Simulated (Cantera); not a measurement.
A closed system holds: 1 mol SiCl₄, 1.2 mol Cl₂, 6.9 mol H₂, equilibrated at 625 K and 1 atm.

Method: chemical equilibrium by Gibbs-energy minimisation in Cantera with the NASA 1993 tables (ideal gas, pure condensed phases). Candidate condensed phases: Si; 19 gas species. Rates play no part.

Base state: H₂ 0.626, HCl 0.264, SiCl₄ 0.110, SiHCl₃ 1.26e-5 (mole fractions); condensed: gas only.

What changes in the equilibrium state with this change: Cl₂ from 1.2 to 2.1 mol?


```json
[
 {"species": "H₂", "before": "0.626", "after": "0.480"},
 {"species": "HCl", "before": "0.264", "after": "0.420"},
 {"species": "SiCl₄", "before": "0.110", "after": "0.1000"},
 {"species": "SiHCl₃", "before": "1.26e-5", "after": "5.52e-6"}
]
```

What changes in the equilibrium state with this change: 0.15 mol N₂ added?


| species | before | after |
|---|---|---|
| H₂ | 0.626 | 0.615 |
| HCl | 0.264 | 0.260 |
| SiCl₄ | 0.110 | 0.108 |
| N₂ | 0 | 0.0154 |
| NH₃ | 0 | 0.00167 |
| SiHCl₃ | 1.26e-5 | 1.24e-5 |
Further candidate phases: NH₄Cl, Si₃N₄.
